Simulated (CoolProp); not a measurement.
Aqueous magnesium chloride as a coolant, 14 % by mass, freezing at -14.9 °C, 1 atm.

Values from CoolProp's Melinder's fits for secondary coolants.

```tsv
T (°C)	conductivity (W/(m K))	Prandtl number	viscosity (mPa s)	cp (kJ/(kg K))
-1.9	0.526	23.6	3.72	3.346
1.9	0.533	20.6	3.27	3.355
5.6	0.540	18.1	2.90	3.364
9.4	0.547	15.9	2.58	3.372
13.1	0.553	14.1	2.31	3.380
16.9	0.560	12.5	___	3.388
20.6	0.566	___	1.85	___
24.4	0.573	___	1.65	3.405
28.1	0.579	8.75	1.48	3.412
31.9	0.586	___	___	___
35.6	0.592	6.86	1.18	3.428
39.4	0.598	6.05	1.05	3.437
```

Task: Fill in the missing entries.

Result: 
- 16.9, viscosity (mPa s): 2.06
- 20.6, Prandtl number: 11.1
- 20.6, cp (kJ/(kg K)): 3.396
- 24.4, Prandtl number: 9.83
- 31.9, Prandtl number: 7.74
- 31.9, viscosity (mPa s): 1.33
- 31.9, cp (kJ/(kg K)): 3.421
